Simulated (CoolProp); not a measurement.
Model: reference Helmholtz-energy equation of state, Span 1996, in CoolProp.

### Question
Give the vapour pressure (MPa), liquid density (kg/m³), liquid cp (kJ/(kg K)), surface tension (mN/m) of saturated carbon dioxide at -16.55, 11.45 °C.

### Answer
| T (°C) | p (MPa) | liquid density (kg/m³) | liquid cp (kJ/(kg K)) | surface tension (mN/m) |
|---|---|---|---|---|
| -16.55 | 2.19 | 1020 | 2.21 | 7.67 |
| 11.45 | 4.67 | 850 | 3.10 | 2.51 |

Surface tension comes from a separate correlation (Mulero 2012).
